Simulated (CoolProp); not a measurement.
Saturation properties of hydrogen chloride.

Computed with CoolProp (reference Helmholtz-energy equation of state, Thol 2018).

| T (°C) | p (kPa) | vapour density (kg/m³) | enthalpy of vaporisation (kJ/kg) |
|---|---|---|---|
| -58.95 | 365.1 | 8.036 | 413.3 |
| -48.25 | 563.8 | 12.12 | 398.9 |
| -37.45 | 838.0 | 17.72 | 382.9 |
| -26.75 | 1198 | 25.14 | ___ |
| -15.95 | ___ | 35.02 | ___ |
| -5.15 | 2258 | 48.07 | 323.3 |
| 5.55 | ___ | ___ | 297.8 |
| 16.35 | 3882 | 88.77 | ___ |
| 27.05 | 4959 | 121.9 | 230.0 |

Question: Some entries are withheld; supply them.

Answer: 
- -26.75, enthalpy of vaporisation (kJ/kg): 365.4
- -15.95, p (kPa): 1666
- -15.95, enthalpy of vaporisation (kJ/kg): 345.7
- 5.55, p (kPa): 2985
- 5.55, vapour density (kg/m³): 65.24
- 16.35, enthalpy of vaporisation (kJ/kg): 267.3

It boils at -85.0 °C under 1 atm.
